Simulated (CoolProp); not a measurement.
Model: reference Helmholtz-energy equation of state, Setzmann 1991, in CoolProp.

Task: Give the vapour pressure (kPa), enthalpy of vaporisation (kJ/kg), liquid cp (kJ/(kg K)), surface tension (mN/m) of saturated methane at 165.9 K.

Result: 
```
T (K)  p (kPa)  enthalpy of vaporisation (kJ/kg)  liquid cp (kJ/(kg K))  surface tension (mN/m)
-----  -------  --------------------------------  ---------------------  ----------------------
165.9     2000                               343                   4.81                    3.15
```

Surface tension comes from a separate correlation (Mulero 2012).
